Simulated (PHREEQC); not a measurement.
Dissolve 0.0023 mol Na2S, 0.0013 mol NaCl and 0.0024 mol BaCl2 per kg of water at 25 °C. Closed to the air; pH follows from the charge balance.

Model: ion-association model, phreeqc.dat, run in PHREEQC.

No solid was allowed to form.

Problem. What pH, ionic strength does the model give?

Solution. pH 11.29; ionic strength 0.0132 mol/kgw.

Species that the database lacks are ignored.
